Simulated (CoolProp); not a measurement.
Vapour-liquid equilibrium of diethyl ether (1) + ethanol (2) at 387 kPa; x and y are mole fractions of (1).

Model: multi-fluid Helmholtz-energy mixture model, Thol 2014 and Schroeder 2014; pair parameters Bell 2016, in CoolProp.

### Question
Give the bubble temperature and the first vapour's composition at x = 0.425, 0.5, 0.95. Is there an azeotrope?

### Answer
x = 0.425: 89.7 °C, y = 0.719; x = 0.5: 87.6 °C, y = 0.759; x = 0.95: 79.2 °C, y = 0.968. No azeotrope shows between x = 0.05 and 0.95.

The pair parameters rest on a limited set of measurements; away from them the model extrapolates.
